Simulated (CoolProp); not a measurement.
Properties of R113 along the isotherm 226.85 °C (Tc = 214.1 °C, pc = 3.392 MPa, ω = 0.253).

The numbers come from the reference Helmholtz-energy equation of state, Marx 1992 in CoolProp.

| p (MPa) | phase | density (kg/m³) | cp (kJ/(kg K)) | cv (kJ/(kg K)) | speed of sound (m/s) | Joule-Thomson coefficient (K/MPa) |
|---|---|---|---|---|---|---|
| 0.154 | gas | 7.041 | 0.8098 | 0.7624 | 151.3 | 8.480 |
| 0.308 | gas | 14.29 | 0.8145 | 0.7638 | 149.4 | 8.652 |
| 0.463 | gas | 21.81 | 0.8196 | 0.7652 | 147.4 | 8.835 |
| 0.617 | gas | 29.53 | 0.8252 | 0.7667 | 145.3 | 9.027 |
| 0.771 | gas | 37.51 | 0.8313 | 0.7684 | 143.2 | 9.231 |
| 0.925 | gas | 45.78 | 0.8380 | 0.7701 | 141.1 | 9.447 |
| 1.08 | gas | 54.42 | 0.8455 | 0.7719 | 138.8 | 9.680 |
| 1.23 | gas | 63.12 | 0.8535 | 0.7738 | 136.6 | 9.920 |
| 1.39 | gas | 72.79 | 0.8631 | 0.7760 | 134.1 | 10.19 |
| 1.54 | gas | 82.27 | 0.8732 | 0.7782 | 131.7 | 10.47 |
| 1.7 | gas | 92.89 | 0.8854 | 0.7808 | 129.1 | 10.79 |
